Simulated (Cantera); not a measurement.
An isothermal, constant-pressure homogeneous reactor starts with H2 : O2 : N2 = 0.67 : 1 : 1.5 (molar parts), at 1175 K and 0.200 bar.

Computed with Cantera and GRI-Mech 3.0 (53 species, 325 reactions). The temperature is held fixed by assumption; the heat of reaction is taken as removed at once.

x: mole fraction; the columns are a selection and need not sum to one.

| t (s) | x H2 | x O2 | x HO2 | x N2O | x NO |
|---|---|---|---|---|---|
| 0.000800 | 0.000974 | 0.234 | 3.13e-5 | 4.09e-8 | 3.80e-6 |
| 0.00153 | 0.000228 | 0.234 | 1.25e-5 | 4.50e-8 | 3.78e-6 |
| 0.00293 | 5.71e-5 | 0.234 | 4.33e-6 | 4.70e-8 | 3.76e-6 |
| 0.00559 | 1.49e-5 | 0.235 | 1.50e-6 | 4.81e-8 | 3.75e-6 |
| 0.0107 | 4.23e-6 | 0.235 | 5.64e-7 | 4.88e-8 | 3.75e-6 |
| 0.0205 | ___ | 0.235 | ___ | 4.93e-8 | 3.76e-6 |
| 0.0391 | 5.38e-7 | 0.235 | 1.05e-7 | 4.97e-8 | 3.77e-6 |
| 0.0748 | 2.33e-7 | 0.235 | 5.09e-8 | 4.99e-8 | 3.78e-6 |
| 0.143 | 1.08e-7 | 0.235 | 2.66e-8 | 5.00e-8 | 3.79e-6 |
| 0.273 | 5.29e-8 | 0.235 | 1.58e-8 | 4.97e-8 | 3.80e-6 |
| 0.523 | ___ | 0.235 | ___ | 4.90e-8 | 3.80e-6 |
| 1.00 | 1.53e-8 | 0.235 | 1.04e-8 | 4.74e-8 | 3.79e-6 |

### Question
Some entries are withheld; supply them.

### Answer

- 0.0205, x H2: 1.39e-6
- 0.0205, x HO2: 2.34e-7
- 0.523, x H2: 2.72e-8
- 0.523, x HO2: 1.15e-8
